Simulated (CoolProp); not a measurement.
R245fa along the isobar 38 bar: Z from the reference equation and from simpler models built on Tc = 427.0 K, pc = 36.51 bar, ω = 0.378; each cubic takes its own stable root.

The numbers come from the reference Helmholtz-energy equation of state, Akasaka 2015 in CoolProp.

```
T (K)          phase  reference
-----  -------------  ---------
353.5         liquid     0.1457
362.1         liquid     0.1458
370.8         liquid     0.1464
379.4         liquid     0.1475
388.1         liquid     0.1493
396.7         liquid     0.1521
405.4         liquid     0.1565
414           liquid     0.1637
422.7         liquid     0.1785
431.3  supercritical     0.4093
440    supercritical     0.5426
```

**Question.** How far does each simpler model (Redlich-Kwong, Soave-Redlich-Kwong, Peng-Robinson) lie from the reference over these 11 states: mean and median of the absolute difference, and the worst?

**Answer.** 
- Redlich-Kwong: mean 19.5 %, median 21.3 %, worst +30.9 % at 422.7 K and 38 bar
- Soave-Redlich-Kwong: mean 14.8 %, median 14.2 %, worst +27.5 % at 422.7 K and 38 bar
- Peng-Robinson: mean 3.9 %, median 2.3 %, worst +14.8 % at 422.7 K and 38 bar
